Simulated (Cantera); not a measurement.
A closed system holds: 1 mol SiH2Cl2, 25 mol NH3, equilibrated at 1325 °C and 920 Pa.

These are equilibrium values from Cantera (NASA tables, ideal gas, pure condensed phases), not measurements of a reactor. Candidate condensed phases: NH4Cl, Si, Si3N4; 28 gas species. Equilibrium is a limit: real reactors are often held back by kinetics, nucleation or transport.

Base state: H2 0.731, N2 0.231, HCl 0.0357, SiCl2 0.00159, H 0.000475, Cl 1.84e-5 (mole fractions); condensed: Si3N4(s).

Task: What changes in the equilibrium state with this change: NH3 from 25 to 0.25 mol?

Result: 
```csv
species,before,after
H2,0.731,0.465
SiCl2,0.00159,0.292
HCl,0.0357,0.198
N2,0.231,0.0315
SiCl3,8.76e-6,0.0112
SiCl4,1.20e-7,0.00107
SiHCl3,3.52e-7,0.000360
SiH2Cl2,1.73e-7,2.02e-5
SiCl,3.60e-6,9.48e-5
Cl,1.84e-5,0.000128
"Si3N4(s), mol",0.306,0.0242
"Si(s), mol",0,0.186
```
Mutual solubility and eutectic melting of coexisting phases are not modelled. The tables' values for SiCl3, SiCl are old estimates; treat these amounts as uncertain.

Task: What changes in the equilibrium state with this change: NH3 from 25 to 3 mol?

Result: 
```tsv
species	before	after
H2	0.731	0.645
HCl	0.0357	0.160
N2	0.231	0.144
SiCl2	0.00159	0.0496
SiCl4	1.20e-7	8.51e-5
SiCl3	8.76e-6	0.00131
SiHCl3	3.52e-7	4.93e-5
SiCl	3.60e-6	2.35e-5
Cl	1.84e-5	8.76e-5
Si3N4(s), mol	0.306	0.204
```
The tables' values for SiCl3, SiCl are old estimates; treat these amounts as uncertain.

Task: What changes in the equilibrium state with this change: temperature from 1325 °C to 1875 °C?

Result: 
```csv
species,before,after
H2,0.731,0.681
N2,0.231,0.232
H,0.000475,0.0359
Si,2.70e-6,0.0147
HCl,0.0357,0.0315
Si2,1.76e-9,0.000130
Si3,<1e-9,1.59e-5
Si2N,4.79e-8,8.97e-5
SiN,1.08e-7,0.000127
"Si3N4(s), mol",0.306,0
```
The tables' values for SiCl, SiN are old estimates; treat these amounts as uncertain. Gases not in the tables: Si2H6 and higher silanes.
